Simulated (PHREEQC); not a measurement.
0.012 g of hydrous ferric oxide (600 m²/g; 0.2 weak and 0.005 strong sites per Fe, Dzombak-Morel constants, diffuse double layer) in 1 kg of water with 0.01 mol/kgw of an inert sodium salt and 1.4e-07 mol/kgw H3BO3 and 7.3e-07 mol/kgw NaH2PO4, at 25 °C; the pH is set by adding NaOH or the inert anion's acid. Oxygen is held at 0.21 atm. The system is closed to CO2. No solid was allowed to form.

Base run: PHREEQC, ion-association model, wateq4f.dat. Each further column changes one thing. The table gives P sorbed (%).

| pH | base | no electrostatic term (-no_edl) | background salt from 0.01 to 0.001 mol/kgw | oxide from 0.012 to 0.06 g/kgw | 5.3e-05 mol/kgw Na2HAsO4 added |
|---|---|---|---|---|---|
| 3 | 100.0 | 37.3 | 100.0 | 100.0 | [?] |
| 4.5 | 100.0 | 41.1 | 100.0 | 100.0 | 13.7 |
| 5.5 | 100.0 | 47.5 | 100.0 | 100.0 | [?] |
| 7 | 99.4 | 79.5 | 99.6 | 99.9 | 7.8 |
| 8.5 | 40.5 | [?] | 44.7 | 78.7 | 2.3 |
| 9.5 | 1.2 | 47.0 | [?] | 5.5 | [?] |
| 11 | 0.0 | 3.1 | 0.0 | 0.0 | 0.0 |

Problem. Some entries are withheld; supply them.

Solution. 
- 3, 5.3e-05 mol/kgw Na2HAsO4 added: 15.4
- 5.5, 5.3e-05 mol/kgw Na2HAsO4 added: 11.5
- 8.5, no electrostatic term (-no_edl): 76.1
- 9.5, background salt from 0.01 to 0.001 mol/kgw: 1.1
- 9.5, 5.3e-05 mol/kgw Na2HAsO4 added: 0.2

H3PO4, which wateq4f.dat lacks, is added to it with the constant of phreeqc.dat. The oxide is taken as insoluble; below pH 4 it would dissolve.
